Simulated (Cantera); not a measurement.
A perfectly stirred reactor is fed with NO : N2 = 0.37 : 0.38 (molar parts), at 0.0132 atm; it is held at 1975 K, and followed from long to short residence time.

Computed with Cantera and GRI-Mech 3.0 (53 species, 325 reactions). Radical loss at walls, strong at low pressure, is not modelled.

x: mole fraction; the columns are a selection and need not sum to one.

```csv
τ (s),x NO,x NO2,x N2,x O2,x O,x N2O
13,0.274,3.99e-5,0.616,0.109,0.00165,1.91e-5
3.4,0.427,3.33e-5,0.540,0.0327,0.00104,5.53e-5
0.94,0.477,1.94e-5,0.514,0.00746,0.000676,7.68e-5
0.26,0.490,1.27e-5,0.508,0.00153,0.000473,8.08e-5
0.070,0.493,(withheld),0.507,(withheld),(withheld),(withheld)
0.019,0.493,2.39e-6,0.507,1.39e-5,7.47e-5,3.84e-5
0.0052,0.493,3.83e-7,0.507,8.42e-7,1.79e-5,1.42e-5
0.0014,0.493,3.98e-8,0.507,5.59e-8,4.51e-6,4.22e-6
0.00039,0.493,3.51e-9,0.507,4.24e-9,1.23e-6,1.21e-6
0.00011,0.493,2.90e-10,0.507,3.35e-10,(withheld),(withheld)
```

### Question
Complete the blanks.

### Answer

- 0.070, x NO2: 7.58e-6
- 0.070, x O2: 0.000202
- 0.070, x O: 0.000250
- 0.070, x N2O: 6.85e-5
- 0.00011, x O: 3.46e-7
- 0.00011, x N2O: 3.44e-7
